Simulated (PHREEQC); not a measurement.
A solution holds 0.066 mmol/kgw CaSO4, 0.11 mmol/kgw Na2SO4 and 1.3 mmol/kgw NaCl, at 34 °C. Closed to the air; pH follows from the charge balance.

Computed with PHREEQC (ion-association model, wateq4f.dat).

| quantity | before | after |
|---|---|---|
| pH | 6.86 | 4.12 |
| CaSO4 (mol/kgw) | 1.64e-6 | 1.62e-6 |
| NaSO4- (mol/kgw) | 1.15e-6 | 1.13e-6 |
| HSO4- (mol/kgw) | 2.46e-9 | 1.34e-6 |
| SI of Gypsum (CaSO4:2H2O) | -3.53 | -3.54 |
| SI of Halite (NaCl) | -7.35 | -7.32 |

Task: Name the change that produced these shifts.
(A) 8.1e-05 mol/kgw HCl added
(B) CaSO4 from 6.6e-05 to 5.94e-05 mol/kgw
(C) diluted 5-fold with water
(D) NaCl from 0.0013 to 0.0026 mol/kgw
(E) 2e-05 mol/kgw CsOH added

Result: A, 8.1e-05 mol/kgw HCl added

Precipitation was switched off in this run.
